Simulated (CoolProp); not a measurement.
Properties of ethanol along the isobar 8.94 MPa (Tc = 241.6 °C, pc = 6.268 MPa, ω = 0.644).

Values from CoolProp's reference Helmholtz-energy equation of state, Schroeder 2014.

```csv
T (°C),phase,cp (kJ/(kg K)),Joule-Thomson coefficient (K/MPa),isothermal compressibility (1/MPa),conductivity (mW/(m K))
35.35,liquid,2.505,-0.3432,0.001113,166
63.75,liquid,2.755,-0.2917,0.001341,161
92.05,liquid,3.035,-0.2323,0.001663,157
120.35,liquid,3.348,-0.1589,0.002165,153
148.65,liquid,3.677,-0.06323,0.003024,148
176.95,liquid,3.973,0.06539,0.004598,143
205.25,liquid,4.306,0.2785,0.007969,139
233.55,liquid,5.242,0.9011,0.02120,134
261.95,supercritical,12.52,5.290,0.3081,130
290.25,supercritical,5.478,7.461,0.2307,84.6
318.55,supercritical,3.850,5.895,0.1681,76.5
346.85,supercritical,3.348,4.658,0.1463,75.5
```

The peak of cp marks the crossing from liquid-like to gas-like fluid above the critical point.

Thermal conductivity comes from a separate model (Assael 2013).
